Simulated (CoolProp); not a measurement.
The fluid at 293.15 K and 0.474 MPa is throttled through a valve to 0.199 MPa with no heat exchange. The same conditions are run with several fluids, on thermodynamics alone (safety and materials aside).

The numbers come from the reference Helmholtz-energy equation of state of each fluid (ammonia: Gao 2020; R13: Platzer 1990; R22: Kamei 1995; propane: Lemmon 2009; CH2F2 (R32): Tillner-Roth 1997) in CoolProp. The equations of Platzer and Polt are older, rougher fits.

| fluid | temperature change (K) | final density (kg/m³) |
|---|---|---|
| ammonia | -8.5 | [?] |
| R13 | [?] | [?] |
| R22 | [?] | [?] |
| propane | -5.4 | [?] |
| CH2F2 (R32) | -7.7 | [?] |

**Question.** Complete the blanks.

**Answer.** 
- ammonia, final density (kg/m³): 1.47
- R13, temperature change (K): -3.4
- R13, final density (kg/m³): 8.80
- R22, temperature change (K): -6.7
- R22, final density (kg/m³): 7.48
- propane, final density (kg/m³): 3.81
- CH2F2 (R32), final density (kg/m³): 4.49
